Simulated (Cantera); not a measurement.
Feed: 1 mol S, 0.053 mol H₂, at 67500 Torr.

These are equilibrium values from Cantera (NASA tables, ideal gas, pure condensed phases), not measurements of a reactor. Candidate condensed phases: S; 7 gas species. The ideal-gas law is rough above about 30 bar. Gases not in the tables: S₃ to S₇. Rates play no part.

Task: At 850 K, list the 4 most abundant gas species with their mole fractions, and the condensed phases.

Result: H₂S 0.984, S₈ 0.00799, S₂ 0.00643, H₂ 0.00142. Condensed: S(l).
